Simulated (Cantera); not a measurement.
Input: 1 mol Si, 2.8 mol SF₆, 84 mol N₂, equilibrated at 10000 Pa.

Cantera equilibrium calculation (NASA polynomials, part measured and part estimated; ideal gas, pure solids and liquids). Candidate condensed phases: S, Si, Si₃N₄; 29 gas species. The tables' values for S₂F₂ (SSF₂) are old estimates; treat these amounts as uncertain. Equilibrium is a limit: real reactors are often held back by kinetics, nucleation or transport. All values below are at 625 K.

Base state: N₂ 0.959, SF₆ 0.0169, SiF₄ 0.0114, SF₄ 0.00985, S₂F₂ (SSF₂) 0.00260 (mole fractions); condensed: gas only.

Task: What changes in the equilibrium state with this change: pressure from 10000 Pa to 250 Pa?

Result: 
| species | before | after |
|---|---|---|
| N₂ | 0.959 | 0.958 |
| SF₄ | 0.00985 | 0.0158 |
| SF₆ | 0.0169 | 0.0133 |
| S₂F₂ (SSF₂) | 0.00260 | 0.00140 |
| SiF₄ | 0.0114 | 0.0114 |
